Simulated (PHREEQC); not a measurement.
4.6 g of hydrous ferric oxide (600 m²/g; 0.2 weak and 0.005 strong sites per Fe, Dzombak-Morel constants, diffuse double layer) in 1 kg of water with 0.1 mol/kgw of an inert sodium salt and 6.3e-05 mol SrCl2, at 25 °C; the pH is set by adding NaOH or the inert anion's acid. Oxygen is held at 0.21 atm. CO2 from the air is kept out. No solid was allowed to form.

Base run: PHREEQC, ion-association model, wateq4f.dat. Each further column changes one thing. The table gives surface potential ψ (mV).

```tsv
pH	base	background salt from 0.1 to 0.01 mol/kgw	oxide from 4.6 to 23 g/kgw	0.0013 mol/kgw H3BO3 added
4	146	181	[?]	146
5.5	111	[?]	[?]	111
6.5	74	86	74	74
8	6	7	6	6
9.5	-64	[?]	-64	-64
10.5	-103	[?]	-102	-102
12	-140	-166	-137	-139
```

### Question
Fill in the missing entries.

### Answer

- 4, oxide from 4.6 to 23 g/kgw: 142
- 5.5, background salt from 0.1 to 0.01 mol/kgw: 131
- 5.5, oxide from 4.6 to 23 g/kgw: 110
- 9.5, background salt from 0.1 to 0.01 mol/kgw: -74
- 10.5, background salt from 0.1 to 0.01 mol/kgw: -121
